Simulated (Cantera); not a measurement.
## Carbothermic reduction: Ta2O5 + CH4 + H2

Input: 1 mol Ta2O5, 0.41 mol CH4, 0.76 mol H2, at 1.00 bar.

These are equilibrium values from Cantera (NASA tables, ideal gas, pure condensed phases), not measurements of a reactor. Candidate condensed phases: C, C6H6, C7H8, C8H18, H2O, Ta, TaC, Ta2O5; 113 gas species. Mutual solubility and eutectic melting of coexisting phases are not modelled. TaC: taken at fixed stoichiometry. Condensed phases not in the tables: Ta2C. Kinetics and transport are ignored.

| T (K) | log p H2 | log p CO | log p H2O | log p CH4 | log p H | n TaC(s) | n Ta2O5(s) |
|---|---|---|---|---|---|---|---|
| 1348 | -0.08 | -0.81 | -2.69 | -2.81 | -5.67 | 0.118 | 0.941 |
| 1398 | -0.07 | -0.81 | -2.65 | -3.17 | -5.36 | 0.118 | 0.941 |
| 1448 | -0.07 | -0.81 | -2.61 | -3.49 | -5.07 | 0.118 | 0.941 |
| 1498 | -0.07 | -0.81 | -2.58 | -3.80 | -4.80 | 0.119 | 0.941 |
| 1548 | -0.07 | -0.81 | -2.54 | -4.09 | -4.55 | 0.119 | 0.941 |
| 1598 | -0.08 | -0.81 | -2.52 | -4.35 | -4.31 | 0.119 | 0.941 |
| 1648 | -0.08 | -0.81 | -2.49 | -4.61 | -4.09 | 0.119 | 0.941 |
| 1698 | -0.08 | -0.81 | -2.46 | -4.84 | -3.88 | 0.119 | 0.940 |
| 1748 | -0.08 | -0.81 | -2.44 | -5.06 | -3.68 | 0.119 | 0.940 |
| 1798 | -0.08 | -0.81 | -2.42 | -5.27 | -3.49 | 0.119 | 0.940 |
| 1848 | -0.08 | -0.81 | -2.40 | -5.47 | -3.31 | 0.119 | 0.940 |
| 1898 | -0.08 | -0.81 | -2.38 | -5.65 | -3.14 | 0.119 | 0.940 |
| 1948 | -0.08 | -0.81 | -2.36 | -5.83 | -2.98 | 0.120 | 0.940 |
log p: log10 of the partial pressure in bar; n: condensed amount in mol.

From 1348 K to 1948 K the condensed part is TaC(s) + Ta2O5(s).
